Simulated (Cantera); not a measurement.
A freely propagating, adiabatic, planar premixed flame of H₂ : O₂ : N₂ = 1 : 0.833 : 3.13 (molar parts), unburnt at 348 K and 4.93 atm; mixture-averaged transport, grid criteria slope 0.08 and curve 0.16, no radiation.

Detailed kinetics in Cantera: the H2/O2 subset of GRI-Mech 3.0, which has no nitrogen chemistry. The hydrogen kinetics of GRI-Mech 3.0 are dated; newer H2 mechanisms differ, most at raised pressure. Burning velocities carry a grid error of a few per cent, more on coarse grids. Lean hydrogen flames are cellular in practice and burn faster than this planar one.

### Question
How do the results move with these cheaper or finer settings: unity-Lewis-number transport; multicomponent transport; multicomponent+Soret transport; grid criteria slope 0.5, curve 1; grid criteria slope 0.25, curve 0.5; grid criteria slope 0.03, curve 0.06?

### Answer
| setting | laminar burning velocity | thermal thickness | peak x(OH) | peak x(HO₂) | grid points |
|---|---|---|---|---|---|
| as above | 49.5 cm/s | 0.0882 mm | 0.00434 | 0.000629 | 111 |
| unity-Lewis-number transport | 102 cm/s | 0.0510 mm | 0.00728 | 0.000653 | 107 |
| multicomponent transport | 51.0 cm/s | 0.0862 mm | 0.00441 | 0.000634 | 114 |
| multicomponent+Soret transport | 46.8 cm/s | 0.0900 mm | 0.00418 | 0.000597 | 111 |
| grid criteria slope 0.5, curve 1 | 40.4 cm/s | 0.116 mm | 0.00311 | 0.000535 | 33 |
| grid criteria slope 0.25, curve 0.5 | 47.1 cm/s | 0.0962 mm | 0.00394 | 0.000595 | 51 |
| grid criteria slope 0.03, curve 0.06 | 52.2 cm/s | 0.0836 mm | 0.00468 | 0.000654 | 253 |
The base run took about 1.1 core-seconds (a rough figure).
Unity Lewis numbers drop preferential diffusion, which matters most where H2 and H carry the flame; Soret adds thermal diffusion.
